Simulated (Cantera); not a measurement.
What does this Cantera script print?

```python
import numpy as np
import cantera as ct

gas_names = """
    C CN CO CO2 C2 CCN CNC C2N2 C2O C3 C3O2 C4 C4N2 C5 N NCO NO NO2 NO3 N2 N2O O O2 O3 Si SiC SiC2 SiN
    SiO SiO2 Si2 Si2C Si2N Si3
""".split()
cond_names = """
    C(gr) Si(cr) Si(L) SiC(b) SiO2(Lqz) SiO2(hqz) SiO2(L) Si2N2O(s) Si3N4(a)
""".split()


# ... load() reads the species with a 1 bar reference pressure and builds the phases ...
atoms = {
    'SiC': {'Si': 1, 'C': 1},
    'O2': {'O': 2},
    'N2': {'N': 2},
}
top_T = {'C(gr)': 4500, 'SiC(b)': 3050, 'Si2N2O(s)': 2100, 'Si3N4(a)': 2400}  # K; cautious upper limits of use, not melting points


# ... equilibrate(T, P, feed) seeds the gas with the atoms and calls Mixture.equilibrate('TP', solver="vcs", rtol=1e-11, max_steps=5000) ...
results = []
T = 1623  # K
P = 6400  # Pa
for m in [2.9, 4.8, 8, 13, 22, 37, 61, 100]:
    feed = {'SiC': 1, 'O2': 0.56, 'N2': m}  # mol
    mix = equilibrate(T, P, feed)
    results.append((T, P, feed, dict(zip(mix.species_names, mix.species_moles))))

top = {s: max(r[3][s] / sum(r[3][g] for g in gas_names) for r in results) for s in gas_names}
cols = sorted((s for s in top if top[s] > 1e-06), key=lambda s: -top[s])[:7]
seen = [c for c in cond_names if any(r[3].get(c, 0) > 1e-12 for r in results)]
print("log10 of partial pressures in bar; condensed amounts in mol")
print(f"{'n(N2)':>10s}" + "".join(f"{s[:9]:>10s}" for s in cols + seen))
for T, P, feed, n in results:
    ng = sum(n[g] for g in gas_names)
    print(f"{feed['N2']:10.4g}" + "".join(f"{np.log10(max(n[s] / ng * P / 1e5, 1e-99)):10.3f}" for s in cols)
          + "".join(f"{n.get(c, 0):10.4g}" for c in seen))
```

Result:

```
log10 of partial pressures in bar; condensed amounts in mol
     n(N2)        N2        CO       SiO     C(gr)    SiC(b) Si2N2O(s)
       2.9    -1.294    -1.882    -4.682    0.3805         0    0.4995
       4.8    -1.252    -2.094    -4.809    0.3806         0    0.4994
         8    -1.228    -2.312    -4.930    0.3807         0    0.4993
        13    -1.215    -2.520    -5.041    0.3809         0    0.4991
        22    -1.209    -2.671    -5.102         0    0.2543    0.3715
        37    -1.203    -2.894    -5.180         0    0.2546    0.3708
        61    -1.199    -3.110    -5.254         0    0.2551    0.3698
       100    -1.197    -3.324    -5.327         0    0.2558    0.3684
```

Equilibrium computed with Cantera from the NASA thermochemical tables; the gas is ideal and each condensed phase is pure. Mutual solubility and eutectic melting of coexisting phases are not modelled.
